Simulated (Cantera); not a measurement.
Cantera run, input and output.

```python
import numpy as np
import cantera as ct

gas = ct.Solution("gri30.yaml")
gas.TP = 300, 100000
flame = ct.CounterflowDiffusionFlame(gas, width=0.02)
flame.fuel_inlet.X, flame.fuel_inlet.T = {'CH4': 1, 'C2H6': 0.16}, 450
flame.oxidizer_inlet.X, flame.oxidizer_inlet.T = {'O2': 0.24, 'N2': 0.76}, 475
flame.set_refine_criteria(ratio=3, slope=0.12, curve=0.24, prune=0.03)
show = ['OH', 'H', 'NO', 'CO', 'C2H2']

rows = []
print(f"{'mdot':>8s}{'a_max':>10s}{'a_mean':>10s}{'Tmax/K':>9s}" + "".join(f"{s:>11s}" for s in show) + "   (peak mole fractions)")
for i, mdot in enumerate([0.25, 0.34, 0.46, 0.63, 0.86, 1.2, 1.6, 2.2, 2.9, 4]):  # kg/m2/s on the oxidiser side
    flame.oxidizer_inlet.mdot, flame.fuel_inlet.mdot = mdot, 0.7 * mdot
    flame.solve(loglevel=0, auto=(i == 0))
    if flame.T.max() < max(450, 475) + 100:
        print(f"{mdot:8.3g}  no burning solution found from the previous one")
        break
    dT = np.abs(np.gradient(flame.T, flame.grid))
    rows.append([flame.strain_rate("max"), flame.strain_rate("mean"), flame.T.max(),
                 *(flame.X[gas.species_index(s)].max() for s in show), max(dT[0], dT[-1]) / dT.max()])
    print(f"{mdot:8.3g}{rows[-1][0]:10.1f}{rows[-1][1]:10.1f}{rows[-1][2]:9.1f}" + "".join(f"{x:11.3e}" for x in rows[-1][3:-1]))
```

Result:

```
    mdot     a_max    a_mean   Tmax/K         OH          H         NO         CO       C2H2   (peak mole fractions)
    0.25     188.6      35.3   2233.1  1.100e-02  5.211e-03  3.912e-04  7.222e-02  2.363e-02
    0.34     246.8      47.9   2217.1  1.099e-02  5.452e-03  3.632e-04  7.095e-02  2.272e-02
    0.46     323.0      64.9   2202.7  1.095e-02  5.692e-03  3.373e-04  6.987e-02  2.182e-02
    0.63     428.9      88.8   2188.6  1.091e-02  5.947e-03  3.101e-04  6.893e-02  2.089e-02
    0.86     569.9     121.3   2175.8  1.087e-02  6.216e-03  2.826e-04  6.827e-02  2.001e-02
     1.2     772.9     169.2   2159.3  1.072e-02  6.462e-03  2.500e-04  6.768e-02  1.904e-02
     1.6    1005.1     225.6   2141.7  1.047e-02  6.617e-03  2.180e-04  6.712e-02  1.793e-02
     2.2    1346.2     310.2   2120.2  1.012e-02  6.735e-03  1.810e-04  6.671e-02  1.655e-02
     2.9    1735.0     408.9   2099.8  9.742e-03  6.776e-03  1.489e-04  6.659e-02  1.522e-02
       4    2333.0     564.0   2070.8  9.133e-03  6.685e-03  1.110e-04  6.674e-02  1.340e-02
```

Detailed kinetics in Cantera: GRI-Mech 3.0 (53 species, 325 reactions). GRI-Mech 3.0 has no aromatics or soot, which form on the fuel side of real flames. The maximum strain rate includes the flame's own expansion and is several times the mean.
